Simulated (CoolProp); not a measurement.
Saturation properties of R1123.

Values from CoolProp's reference Helmholtz-energy equation of state, Akasaka 2020.

| T (K) | p (MPa) | liquid density (kg/m³) | vapour density (kg/m³) |
|---|---|---|---|
| 262.7 | 0.7887 | 1167 | 34.92 |
| 266.5 | 0.8884 | 1152 | 39.38 |
| 270.2 | 0.9941 | 1136 | 44.17 |
| 274 | 1.112 | 1119 | 49.61 |
| 277.7 | 1.237 | 1103 | 55.46 |
| 281.5 | 1.375 | 1085 | 62.11 |
| 285.2 | 1.521 | 1067 | 69.29 |
| 289 | 1.682 | 1048 | 77.47 |
| 292.8 | 1.856 | 1028 | 86.59 |
| 296.5 | 2.037 | 1007 | 96.53 |
| 300.3 | 2.237 | 984.8 | 108.0 |
| 304 | 2.446 | 961.6 | 120.6 |
| 307.8 | 2.675 | 936.0 | 135.5 |
| 311.5 | 2.914 | 909.0 | 152.2 |

It boils at 211.9 K under 1 atm.
